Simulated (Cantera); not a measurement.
Input: 1 mol Si, 0.7 mol Cl2, 3.4 mol HF, held at 452 °C and 100000 Pa.

Equilibrium computed with Cantera from the NASA thermochemical tables; the gas is ideal and each condensed phase is pure. Rates play no part.

```
species   before    after
-------  -------  -------
Cl2        <1e-9    0.556
HCl        0.258    0.343
SiF4       0.274   0.0858
H2         0.419    <1e-9
SiCl4     0.0484   0.0152
SiHCl3   2.42e-5    <1e-9
SiHF3    1.77e-5    <1e-9
HF       2.69e-5  3.58e-5
```
Gas species are given as mole fractions.

Task: Name the change that produced these shifts.
(A) temperature from 452 °C to 1275 °C
(B) Cl2 from 0.7 to 7.5 mol
(C) temperature from 452 °C to 1250 °C
(D) temperature from 452 °C to 1252 °C

Result: B, Cl2 from 0.7 to 7.5 mol
